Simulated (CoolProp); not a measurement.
Computed with CoolProp (reference Helmholtz-energy equation of state, McLinden 2015).

Task: For the fluoroketone C6F12O (FK-5-1-12), give the phase and the cp (kJ/(kg K)) at 211.65 °C and 0.892 bar; 211.65 °C and 1.35 bar; 211.65 °C and 10.5 bar.

Result: 
- 211.65 °C and 0.892 bar: gas; cp 1.05
- 211.65 °C and 1.35 bar: gas; cp 1.05
- 211.65 °C and 10.5 bar: gas; cp 1.10
